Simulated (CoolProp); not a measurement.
The fluid at 331.94 K and 4.67 MPa is compressed adiabatically to 35.8 MPa with isentropic efficiency 0.6. The same conditions are run with several fluids, on thermodynamics alone (safety and materials aside).

The numbers come from the reference Helmholtz-energy equation of state of each fluid (methane: Setzmann 1991; normal hydrogen: Leachman 2009; CF4 (R14): Platzer 1990) in CoolProp. The equations of Platzer and Polt are older, rougher fits.

| fluid | work (kJ/kg) | final temperature (K) | final density (kg/m³) |
|---|---|---|---|
| methane | 741 | 601.7 | 102 |
| normal hydrogen | 6710 | 774.5 | 10.3 |
| CF4 (R14) | 121 | 493.9 | 630 |
